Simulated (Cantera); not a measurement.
A perfectly stirred reactor is fed with H2 : O2 : N2 = 0.22 : 1 : 0.3 (molar parts), at 0.0217 atm; it is held at 1200 K, and followed from long to short residence time.

Computed with Cantera and the H2/O2 subset of GRI-Mech 3.0, which has no nitrogen chemistry. Radical loss at walls, strong at low pressure, is not modelled. The temperature is held fixed by assumption; the heat of reaction is taken as removed at once.

What does this change do: temperature 1200 to 1075 K?


```json
[
 {"quantity": "x(H2) at τ = 20.0 s", "before": "5.52e-5", "after": "8.66e-5"},
 {"quantity": "x(O2) at τ = 20.0 s", "before": "0.631", "after": "0.631"},
 {"quantity": "x(HO2) at τ = 20.0 s", "before": "1.08e-6", "after": "1.81e-6"},
 {"quantity": "x(OH) at τ = 20.0 s", "before": "0.000510", "after": "0.000262"},
 {"quantity": "x(H2O2) at τ = 20.0 s", "before": "1.07e-7", "after": "1.92e-7"},
 {"quantity": "x(H2) at τ = 0.260 s", "before": "0.000881", "after": "0.00129"},
 {"quantity": "x(O2) at τ = 0.260 s", "before": "0.627", "after": "0.629"},
 {"quantity": "x(HO2) at τ = 0.260 s", "before": "6.24e-6", "after": "9.06e-6"},
 {"quantity": "x(OH) at τ = 0.260 s", "before": "0.00218", "after": "0.00117"},
 {"quantity": "x(H2O2) at τ = 0.260 s", "before": "3.52e-7", "after": "4.80e-7"}
]
```
